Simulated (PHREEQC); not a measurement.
A solution holds 1.6 mmol/kgw AlCl3, at 25 °C. Closed to the air; pH follows from the charge balance.

All values are PHREEQC results (ion-association model, phreeqc.dat), not measurements.

```json
{
 "pH": "4.00",
 "ionic_strength": "0.00939 mol/kgw"
}
```

| species | molality | activity | log γ |
|---|---|---|---|
| Cl- | 0.00480 | 0.00434 | -0.044 |
| Al+3 | 0.00150 | 0.000675 | -0.346 |
| H+ | 0.000110 | 0.000101 | -0.038 |
| AlOH+2 | 9.83e-5 | 6.67e-5 | -0.169 |
| Al(OH)2+ | 5.73e-6 | 5.20e-6 | -0.042 |
| Al(OH)3 | 7.60e-9 | 7.62e-9 | 0.001 |

Precipitation was switched off in this run. The solution is supersaturated, for example in Gibbsite (slow to form), so a real one may precipitate; this is no full list.
